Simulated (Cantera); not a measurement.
A diamond (100) surface in a fixed gas of H2 with x(CH4) = 0.0036, x(H) = 0.0049, at 1173 K, 0.0227 atm; coverages are run to steady state.

Detailed kinetics in Cantera: the Harris–Goodwin 1993 mechanism for the reconstructed diamond (100) surface.

One state of this run: growth (µm/h) = 0.0504; θ c6HH = 0.460; θ c6H* = 0.0354; θ c6*H = 0.478; θ c6** = 0.0259; θ c6HM = 0.000104. θ: site fractions in the mechanism's names (c6HH fully hydrogenated, c6H* and c6*H radical sites, c6** diradical, c6HM methylated).

Problem. Which value of x(CH3) does it belong to?
(A) 8.3e-06
(B) 1e-06
(C) 0.0047
(D) 6.9e-05

Solution. A, 8.3e-06
